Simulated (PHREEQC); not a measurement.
**Buffer: speciation**

Make-up at 25 °C: 0.0078 mol KH2PO4 and 0.0012 mol KOH per kg of water. It is in equilibrium with CO2 at log p = -3.4 (atm). Otherwise closed; pH follows from the charge balance.

Equilibrium calculation in PHREEQC: ion-association model, wateq4f.dat.

No solid was allowed to form.

Problem. Predict the pH.

Solution. pH 6.32.

Problem. In which forms is P present?

Solution. H2PO4- 85 %, HPO4-2 15 % of the P.

H3PO4, which wateq4f.dat lacks, is added to it with the constant of phreeqc.dat.
